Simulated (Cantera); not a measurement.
**Equilibrium for sublimation and decomposition of ceramics: BN + N2**

A closed system holds: 1 mol BN, 1.4 mol N2, at 2123.15 K.

These are equilibrium values from Cantera (NASA tables, ideal gas, pure condensed phases), not measurements of a reactor. Candidate condensed phases: B, BN; 5 gas species. Equilibrium is a limit: real reactors are often held back by kinetics, nucleation or transport.

| P (Pa) | x N2 | x B | x BN | x B2 | x N | n B(s) | n BN(s) |
|---|---|---|---|---|---|---|---|
| 1 | 0.908 | 0.0917 | 0.000224 | 2.30e-6 | 1.45e-6 | 0.808 | 0 |
| 5.60 | 0.984 | 0.0164 | 9.83e-5 | 4.11e-7 | 6.38e-7 | 0.968 | 0 |
| 32 | 0.997 | 0.00287 | 4.14e-5 | 7.19e-8 | 2.69e-7 | 0.994 | 0 |
| 180 | 1.000 | 0.000310 | 1.06e-5 | 4.72e-9 | 1.14e-7 | 0 | 1.000 |
| 1000 | 1.000 | 2.36e-5 | 1.91e-6 | 1.53e-10 | 4.82e-8 | 0 | 1.000 |
| 5600 | 1.000 | 1.78e-6 | 3.42e-7 | 4.87e-12 | 2.04e-8 | 0 | 1.000 |
| 32000 | 1.00 | 1.31e-7 | 5.98e-8 | <1e-12 | 8.51e-9 | 0 | 1.00 |
| 180000 | 1.00 | 9.79e-9 | 1.06e-8 | <1e-12 | 3.59e-9 | 0 | 1.00 |
| 1000000 | 1.00 | 7.48e-10 | 1.91e-9 | <1e-12 | 1.52e-9 | 0 | 1.00 |
x: gas mole fraction; n: condensed amount in mol.

From 0.00750 Torr to 0.240 Torr the condensed part is B(s). From 1.35 Torr to 7500 Torr the condensed part is BN(s).
